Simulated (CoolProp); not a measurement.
Ammonia along the isotherm 92.55 °C: density (kg/m³) from the reference equation and from simpler models built on Tc = 132.4 °C, pc = 113.6 bar, ω = 0.256; each cubic takes its own stable root.

Values from CoolProp's reference Helmholtz-energy equation of state, Gao 2020.

```
p (bar)   phase  reference  van der Waals  Soave-Redlich-Kwong  Peng-Robinson
-------  ------  ---------  -------------  -------------------  -------------
63.1     liquid      479.9          49.14                361.9          409.9
126      liquid      498.4          275.8                382.6          431.8
189      liquid      512.3          291.6                397.8          448.0
253      liquid      523.9          302.8                410.1          461.1
316      liquid      533.7          311.3                420.3          472.0
379      liquid      542.3          318.4                429.1          481.5
442      liquid      550.0          324.4                436.8          489.8
505      liquid      557.1          329.6                443.8          497.2
568      liquid      563.5          334.3                450.0          504.0
```

At some of these states van der Waals gives the other phase, because its saturation line lies elsewhere.
